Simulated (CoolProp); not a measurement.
Saturated liquid density (kg/m³) of hydrogen chloride: the reference equation beside estimates from Tc = 51.5 °C, pc = 8314 kPa, ω = 0.130.

Model: reference Helmholtz-energy equation of state, Thol 2018, in CoolProp.

| T (°C) | reference | Redlich-Kwong | Soave-Redlich-Kwong |
|---|---|---|---|
| -100.55 | 1223 | 1071 | 1077 |
| -95.25 | 1210 | 1059 | 1066 |
| -89.95 | 1197 | 1047 | 1055 |
| -84.65 | 1184 | 1034 | 1043 |
| -79.35 | 1171 | 1021 | 1031 |
| -74.05 | 1158 | 1008 | 1018 |
| -68.75 | 1144 | 994.2 | 1005 |
| -63.45 | 1130 | 979.9 | 992.0 |
| -58.05 | 1115 | 964.9 | 977.9 |

Absolute difference from the reference over all 9 rows, mean and median: Redlich-Kwong 12.9 and 12.8 %, Soave-Redlich-Kwong 12.0 and 12.0 %.
